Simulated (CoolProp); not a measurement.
Vapour-liquid equilibrium of CHF3 (R23) (1) + R13 (2) at 268.1 K; x and y are mole fractions of (1).

Computed with CoolProp (multi-fluid Helmholtz-energy mixture model, Penoncello 2003 and Platzer 1990; pair parameters Bell 2016). This equation is an older, rougher fit; its heat capacities, sound speeds and derivatives of the liquid may be far off and weren't checked against measurements.

```tsv
x	bubble pressure, mixture model (kPa)	bubble pressure, Raoult's law (kPa)	y, mixture model	y, Raoult's law
0.05	1853	1752	(withheld)	0.062
0.15	2052	1796	(withheld)	0.181
0.25	2200	1840	0.330	0.295
0.35	(withheld)	1884	0.417	0.403
0.45	2380	1928	0.495	0.507
0.55	2422	1972	0.571	0.605
0.65	2433	2017	0.647	0.700
0.75	(withheld)	2061	0.728	0.790
0.85	(withheld)	2105	0.820	0.877
0.95	2246	2149	0.932	0.960
```

### Question
What belongs in the gaps?

### Answer

- 0.05, y, mixture model: 0.089
- 0.15, y, mixture model: 0.225
- 0.35, bubble pressure, mixture model (kPa): 2307
- 0.75, bubble pressure, mixture model (kPa): 2411
- 0.85, bubble pressure, mixture model (kPa): 2352

The largest gap from Raoult's law is +23.4 % in bubble pressure, at x = 0.45. y crosses x between x = 0.55 and 0.65: the model has an azeotrope there.

Pair parameters are fitted to limited data, so mixtures are less certain than the pure fluids.
